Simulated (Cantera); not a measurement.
Transport properties of process gases

Gas mixture: 44.4 % H₂O, 35.6 % CH₃OH, 20.0 % H₂, at 5.00 bar, frozen composition.

Cantera's kinetic-theory transport with the Lennard-Jones parameters of GRI-Mech 3.0, ideal gas; thermal conductivity in the multicomponent form. Polar gases are described roughly by these parameters. The composition is frozen, though it would react at the higher temperatures.

```csv
T (K),ρ (kg/m³),cp (J/kg/K),μ (µPa s),λ (mW/m/K),Pr,D (cm²/s) OH,D (cm²/s) CO₂,D (cm²/s) C₂H₂
400,2.98,1988,13.8,54.6,0.503,0.121,0.0561,0.0594
550,2.17,2239,19.1,78.6,0.543,0.215,0.104,0.109
700,1.70,2470,24.2,104,0.574,0.328,0.163,0.170
850,1.40,2662,29.1,130,0.594,0.460,0.232,0.242
1000,1.19,2841,33.7,157,0.611,0.607,0.311,0.322
1150,1.04,2995,38.1,183,0.622,0.770,0.398,0.412
1300,0.916,3129,42.3,210,0.630,0.947,0.494,0.509
```
D: mixture-averaged diffusion coefficient of that species in the mixture.
